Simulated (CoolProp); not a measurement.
Vapour-liquid equilibrium of chloromethane (R40) (1) + isobutene (2) at 0.662 MPa; x and y are mole fractions of (1).

Values from CoolProp's multi-fluid Helmholtz-energy mixture model, Thol 2014 and Lemmon 2005; pair parameters Bell 2016.

```csv
x,"bubble temperature, mixture model (K)","bubble temperature, Raoult's law (K)","y, mixture model","y, Raoult's law"
0.05,324.1,324.7,0.093,0.088
0.2,318.6,320.2,0.317,0.316
0.35,314.4,316.2,0.487,0.500
0.5,311.0,312.6,0.627,0.651
0.65,308.2,309.4,0.749,0.776
0.8,305.7,306.5,0.860,0.882
0.95,303.6,303.8,0.966,0.973
```

The largest gap from Raoult's law is -1.8 K in bubble temperature, at x = 0.35. No azeotrope shows between x = 0.05 and 0.95.

Pair parameters are fitted to limited data, so mixtures are less certain than the pure fluids.
